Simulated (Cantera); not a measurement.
An isothermal, constant-pressure homogeneous reactor starts with N2O : H2O = 1 : 0.005 (molar parts), at 1448 K and 0.133 bar. Integrator tolerance rtol = 1e-08.

Detailed kinetics in Cantera: GRI-Mech 3.0 (53 species, 325 reactions). GRI-Mech 3.0 was tuned for natural gas; its chemistry of N2O as a main component is partial and can be far from experiment. The temperature is held fixed by assumption; the heat of reaction is taken as removed at once.

Problem. What does this change do: temperature 1448 to 1350 K?

Solution. 
```json
[
 {"quantity": "x(N2O) at 1.00 s", "before": "0.0182 (gas-phase equilibrium 2.28e-8)", "after": "0.272 (gas-phase equilibrium 1.36e-8)"},
 {"quantity": "x(H2O) at 1.00 s", "before": "0.00333 (gas-phase equilibrium 0.00331)", "after": "0.00376 (gas-phase equilibrium 0.00332)"},
 {"quantity": "x(NO2) at 1.00 s", "before": "0.000171 (gas-phase equilibrium 3.15e-6)", "after": "0.000201 (gas-phase equilibrium 2.56e-6)"},
 {"quantity": "x(H) at 1.00 s", "before": "4.67e-8 (gas-phase equilibrium 3.07e-9)", "after": "2.03e-8 (gas-phase equilibrium 3.74e-10)"},
 {"quantity": "x(OH) at 1.00 s", "before": "4.01e-5 (gas-phase equilibrium 1.66e-5)", "after": "2.82e-5 (gas-phase equilibrium 6.22e-6)"},
 {"quantity": "x(O) at 1.00 s", "before": "1.80e-5 (gas-phase equilibrium 3.10e-6)", "after": "1.24e-5 (gas-phase equilibrium 6.70e-7)"}
]
```
The mechanism lacks the step 2 NO + O2 → 2 NO2, which can matter for NO2 below about 1400 K.

Problem. What does this change do: temperature 1448 to 1000 K?

Solution. 
```tsv
quantity	before	after
x(N2O) at 1.00 s	0.0182 (gas-phase equilibrium 2.28e-8)	0.994 (gas-phase equilibrium 1.00e-9)
x(H2O) at 1.00 s	0.00333 (gas-phase equilibrium 0.00331)	0.00497 (gas-phase equilibrium 0.00332)
x(NO2) at 1.00 s	0.000171 (gas-phase equilibrium 3.15e-6)	8.83e-6 (gas-phase equilibrium 8.95e-7)
x(H) at 1.00 s	4.67e-8 (gas-phase equilibrium 3.07e-9)	4.50e-12 (gas-phase equilibrium <1e-12)
x(OH) at 1.00 s	4.01e-5 (gas-phase equilibrium 1.66e-5)	2.00e-7 (gas-phase equilibrium 3.90e-8)
x(O) at 1.00 s	1.80e-5 (gas-phase equilibrium 3.10e-6)	4.24e-8 (gas-phase equilibrium 2.50e-10)
```
The mechanism lacks the step 2 NO + O2 → 2 NO2, which can matter for NO2 below about 1400 K.
